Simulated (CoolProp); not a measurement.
Vapour-liquid equilibrium of acetone (1) + benzene (2) at 362.6 K; x and y are mole fractions of (1).

The numbers come from the multi-fluid Helmholtz-energy mixture model, Lemmon 2006 and Thol 2012; pair parameters Bell 2016 in CoolProp.

| x | bubble pressure, mixture model (MPa) | bubble pressure, Raoult's law (MPa) | y, mixture model | y, Raoult's law |
|---|---|---|---|---|
| 0.05 | 0.1461 | 0.1415 | 0.123 | 0.099 |
| 0.15 | 0.1672 | 0.1562 | 0.304 | 0.270 |
| 0.25 | 0.1854 | 0.1709 | 0.434 | 0.412 |
| 0.35 | 0.2014 | 0.1856 | 0.536 | 0.531 |
| 0.45 | 0.2159 | 0.2004 | 0.622 | 0.632 |
| 0.55 | 0.2293 | 0.2151 | 0.698 | 0.719 |
| 0.65 | 0.2418 | 0.2298 | 0.769 | 0.796 |
| 0.75 | 0.2537 | 0.2446 | 0.836 | 0.863 |
| 0.85 | 0.2651 | 0.2593 | 0.902 | 0.922 |
| 0.95 | 0.2760 | 0.2740 | 0.967 | 0.976 |

The largest gap from Raoult's law is +8.5 % in bubble pressure, at x = 0.35. No azeotrope shows between x = 0.05 and 0.95.

Pair parameters are fitted to limited data, so mixtures are less certain than the pure fluids.
